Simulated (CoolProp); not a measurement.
Aqueous ethylene glycol as a coolant, at 38 °C, 1 atm.

Model: Melinder's fits for secondary coolants, in CoolProp.

```json
[
 {"mass %": "3.7", "freezing point (°C)": "-1.2", "density (kg/m³)": "997.3", "Prandtl number": "4.96", "viscosity (mPa s)": "0.729", "conductivity (W/(m K))": "0.608"},
 {"mass %": "8.1", "freezing point (°C)": "-2.7", "density (kg/m³)": "1003", "Prandtl number": "5.58", "viscosity (mPa s)": "0.800", "conductivity (W/(m K))": "0.586"},
 {"mass %": "12.6", "freezing point (°C)": "…", "density (kg/m³)": "1008", "Prandtl number": "6.34", "viscosity (mPa s)": "0.887", "conductivity (W/(m K))": "…"},
 {"mass %": "17.1", "freezing point (°C)": "-6.4", "density (kg/m³)": "1014", "Prandtl number": "7.24", "viscosity (mPa s)": "0.987", "conductivity (W/(m K))": "0.541"},
 {"mass %": "21.6", "freezing point (°C)": "-8.9", "density (kg/m³)": "1019", "Prandtl number": "8.27", "viscosity (mPa s)": "1.10", "conductivity (W/(m K))": "0.519"},
 {"mass %": "26.1", "freezing point (°C)": "-11.7", "density (kg/m³)": "1025", "Prandtl number": "…", "viscosity (mPa s)": "1.23", "conductivity (W/(m K))": "0.499"},
 {"mass %": "30.6", "freezing point (°C)": "-15.1", "density (kg/m³)": "1031", "Prandtl number": "…", "viscosity (mPa s)": "1.37", "conductivity (W/(m K))": "0.479"},
 {"mass %": "35.1", "freezing point (°C)": "-18.9", "density (kg/m³)": "1036", "Prandtl number": "12.2", "viscosity (mPa s)": "1.52", "conductivity (W/(m K))": "0.459"},
 {"mass %": "39.5", "freezing point (°C)": "-23.3", "density (kg/m³)": "1042", "Prandtl number": "13.8", "viscosity (mPa s)": "1.69", "conductivity (W/(m K))": "…"},
 {"mass %": "44", "freezing point (°C)": "…", "density (kg/m³)": "1047", "Prandtl number": "…", "viscosity (mPa s)": "1.89", "conductivity (W/(m K))": "…"}
]
```

Problem. What belongs in the gaps?

Solution. 
- 12.6, freezing point (°C): -4.4
- 12.6, conductivity (W/(m K)): 0.563
- 26.1, Prandtl number: 9.43
- 30.6, Prandtl number: 10.7
- 39.5, conductivity (W/(m K)): 0.441
- 44, freezing point (°C): -28.3
- 44, Prandtl number: 15.7
- 44, conductivity (W/(m K)): 0.423
